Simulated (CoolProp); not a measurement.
Octamethylcyclotetrasiloxane (D4) along the isobar 4040 kPa: density (kg/m³) from the reference equation and from simpler models built on Tc = 586.5 K, pc = 1347 kPa, ω = 0.598; each cubic takes its own stable root.

The numbers come from the reference Helmholtz-energy equation of state, Thol 2015 in CoolProp.

| T (K) | phase | reference | van der Waals | Redlich-Kwong | Soave-Redlich-Kwong | Peng-Robinson |
|---|---|---|---|---|---|---|
| 311 | liquid | 942.2 | 549.5 | ? | 837.7 | 939.3 |
| 337.8 | liquid | ? | 538.6 | 778.2 | 820.2 | ? |
| 364.6 | liquid | 882.6 | 527.5 | ? | 800.9 | 899.7 |
| 391.3 | liquid | 852.2 | 515.9 | 733.6 | 779.4 | 876.3 |
| 418.1 | liquid | 821.1 | 503.9 | 709.3 | 755.4 | 850.0 |
| 444.9 | liquid | 789.0 | 491.5 | 683.6 | ? | 820.3 |
| 471.7 | liquid | 755.6 | 478.4 | ? | 698.6 | ? |
| 498.5 | liquid | 720.4 | 464.9 | 627.6 | 664.8 | 748.3 |

### Question
Complete the blanks.

### Answer

- 311, Redlich-Kwong: 798.7
- 337.8, reference: 912.5
- 337.8, Peng-Robinson: 920.6
- 364.6, Redlich-Kwong: 756.5
- 444.9, Soave-Redlich-Kwong: 728.6
- 471.7, Redlich-Kwong: 656.4
- 471.7, Peng-Robinson: 786.6
